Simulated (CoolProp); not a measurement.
Model: reference Helmholtz-energy equation of state, Lemmon 2016, in CoolProp.

Question: For R115, give the phase and the cp (kJ/(kg K)), cv (kJ/(kg K)) at 212.75 °C and 0.394 MPa.

Answer: 
- 212.75 °C and 0.394 MPa: gas; cp 0.919, cv 0.860
